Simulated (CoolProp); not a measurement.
A simple Rankine cycle with tetrahydrofuran: condensing at 314.15 K, boiler at 3.98 MPa, turbine inlet 521.2 K, turbine efficiency 0.85, pump efficiency 0.6, no recuperator. Each further row changes one setting.

Values from CoolProp's reference Helmholtz-energy equation of state, Fiedler 2023.

```csv
case,thermal efficiency (%),net work (kJ/kg),heat in (kJ/kg),turbine exit temperature (K),volume ratio over the turbine
as stated,24.1,158,655,364.8,118
turbine inlet 541.2 K,24.4,174,713,394.4,105
condensing temperature 306.15 K,25.1,168,669,356.7,159
boiler pressure 2.79 MPa,23.3,163,700,392.9,66.6
turbine efficiency 0.75,21.1,138,655,379.0,123
```
